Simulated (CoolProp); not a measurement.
Vapour-liquid equilibrium of R152A (1) + n-pentane (2) at 0.285 MPa; x and y are mole fractions of (1).

Model: multi-fluid Helmholtz-energy mixture model, Outcalt 1996 and Thol 2019; pair parameters Bell 2016, in CoolProp.

```
x     bubble temperature (K)  y at the bubble point  dew temperature at overall composition x (K)  liquid density (mol/L)
----  ----------------------  ---------------------  --------------------------------------------  ----------------------
0.05                   321.0                  0.477                                         341.4                   8.416
0.15                   297.7                  0.774                                         337.3                   9.074
0.25                   288.3                  0.851                                         332.8                   9.574
0.35                   284.1                  0.881                                         328.0                   10.04
0.45                   282.0                  0.895                                         322.6                   10.51
0.55                   280.7                  0.905                                         316.4                   11.02
0.65                   279.6                  0.914                                         309.2                   11.60
0.75                   278.6                  0.926                                         300.3                   12.26
0.85                   277.3                  0.944                                         288.5                   13.03
0.95                   276.0                  0.975                                         277.0                   13.94
```

No azeotrope shows between x = 0.05 and 0.95.

The pair parameters rest on a limited set of measurements; away from them the model extrapolates. With so large a gap from Raoult's law the liquid may split in two, which this calculation doesn't test in full.
